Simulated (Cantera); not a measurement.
What does this Cantera script print?

```python
import numpy as np
import cantera as ct

gas = ct.Solution("gri30.yaml")
gas.TPX = 1050, 100000, {'H2': 1.4, 'O2': 1, 'N2': 0.78}
reactor = ct.IdealGasConstPressureReactor(gas, energy="off", clone=False)
net = ct.ReactorNet([reactor])
net.rtol, net.atol = 1e-08, 1e-18
show = ['H2', 'O2', 'NO2', 'O', 'HO2', 'NO']
times = np.geomspace(2e-06, 8, 9)

steps = ct.SolutionArray(gas, extra=["t"])
rows = []
print(f"{'t/s':>10s}{'T/K':>9s}{'P/Pa':>11s}" + "".join(f"{s:>11s}" for s in show))
for t in times:
    while net.time < t:
        t_next = net.step()
        steps.append(gas.state, t=t_next)
    rows.append([np.interp(t, steps.t, y) for y in (steps.T, steps.P, *steps(*show).X.T)])
    print(f"{t:10.3e}{rows[-1][0]:9.1f}{rows[-1][1]:11.4g}" + "".join(f"{x:11.3e}" for x in rows[-1][2:]))
rate = np.gradient(steps.T, steps.t)
print("integrator steps:", len(steps.t))
if steps.T.max() > steps.T[0] + 200:
    print(f"time of steepest temperature rise: {steps.t[rate.argmax()]:.4e} s")
gas.TPX = 1050, 100000, {'H2': 1.4, 'O2': 1, 'N2': 0.78}
gas.equilibrate("TP")
print(f"equilibrium (TP): T = {gas.T:.1f} K  " + "  ".join(f"{s} {gas[s].X[0]:.3e}" for s in show))
```

It prints:

```
       t/s      T/K       P/Pa         H2         O2        NO2          O        HO2         NO
 2.000e-06   1050.0      1e+05  4.403e-01  3.145e-01  1.122e-31  8.683e-11  8.992e-10  1.041e-23
 1.337e-05   1050.0      1e+05  4.403e-01  3.145e-01  2.272e-26  3.203e-09  2.285e-08  2.263e-20
 8.944e-05   1050.0      1e+05  2.279e-01  2.206e-01  2.788e-10  1.883e-03  4.709e-04  1.878e-07
 5.981e-04   1050.0      1e+05  1.536e-01  1.882e-01  1.346e-07  7.866e-07  1.680e-04  9.123e-08
 4.000e-03   1050.0      1e+05  1.405e-01  1.822e-01  1.104e-07  1.655e-06  2.277e-04  1.167e-07
 2.675e-02   1050.0      1e+05  5.949e-02  1.468e-01  1.386e-07  1.279e-06  1.654e-04  9.673e-08
 1.789e-01   1050.0      1e+05  1.835e-03  1.218e-01  2.228e-07  7.968e-08  1.915e-05  1.938e-08
 1.196e+00   1050.0      1e+05  4.669e-05  1.210e-01  2.354e-07  6.069e-10  1.014e-06  6.986e-09
 8.000e+00   1050.0      1e+05  6.819e-10  1.210e-01  8.825e-09  1.920e-10  3.380e-09  2.336e-07
integrator steps: 2347
equilibrium (TP): T = 1050.0 K  H2 5.910e-10  O2 1.210e-01  NO2 7.438e-07  O 2.341e-10  HO2 3.133e-09  NO 2.546e-05
```

Computed with Cantera and GRI-Mech 3.0 (53 species, 325 reactions). The temperature is held fixed by assumption; the heat of reaction is taken as removed at once.
